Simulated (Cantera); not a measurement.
Charge: 1 mol NH3, 0.67 mol O2, 1.3 mol N2, 0.27 mol H2O, held at 1727 °C and 91.0 Pa.

Cantera equilibrium calculation (NASA polynomials, part measured and part estimated; ideal gas, pure solids and liquids). Candidate condensed phases: H2O; 24 gas species. The numbers say what is thermodynamically allowed, not how fast it happens.

Base state: N2 0.494, H2O 0.420, H2 0.0555, H 0.0127, OH 0.00960, O2 0.00524, O 0.00161, NO 0.000958 (mole fractions); condensed: gas only.

Task: What changes in the equilibrium state with this change: pressure from 91.0 Pa to 1 atm?

Result: 
```
species    before     after
-------  --------  --------
N2          0.494     0.504
H2O         0.420     0.450
H2         0.0555    0.0449
H          0.0127  0.000342
O         0.00161   1.91e-6
O2        0.00524   8.28e-6
OH        0.00960  0.000343
NO       0.000958   3.85e-5
```
